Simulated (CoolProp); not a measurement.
Vapour-liquid equilibrium of propane (1) + R227EA (2) at 4.51 bar; x and y are mole fractions of (1).

Values from CoolProp's multi-fluid Helmholtz-energy mixture model, Lemmon 2009 and Lemmon 2016; pair parameters Bell 2016.

```csv
x,bubble temperature (°C),y at the bubble point,dew temperature at overall composition x (°C),liquid density (mol/L)
0.05,18.5,0.196,23.2,…
0.15,9.3,0.444,20.0,8.783
0.25,3.8,0.573,16.6,9.111
0.35,0.6,0.644,13.0,9.412
0.45,…,0.688,9.1,9.713
0.55,…,0.720,4.8,…
0.65,-3.0,0.749,0.4,10.40
0.75,-3.4,0.784,-3.0,10.81
0.85,-3.5,0.836,-3.4,11.27
0.95,-2.7,0.927,-2.4,11.78
```

Question: Fill in the missing entries.

Answer: 
- 0.05, liquid density (mol/L): 8.394
- 0.45, bubble temperature (°C): -1.2
- 0.55, bubble temperature (°C): -2.3
- 0.55, liquid density (mol/L): 10.04

y crosses x between x = 0.75 and 0.85: the model has an azeotrope there.

Pair parameters are fitted to limited data, so mixtures are less certain than the pure fluids. With so large a gap from Raoult's law the liquid may split in two, which this calculation doesn't test in full.
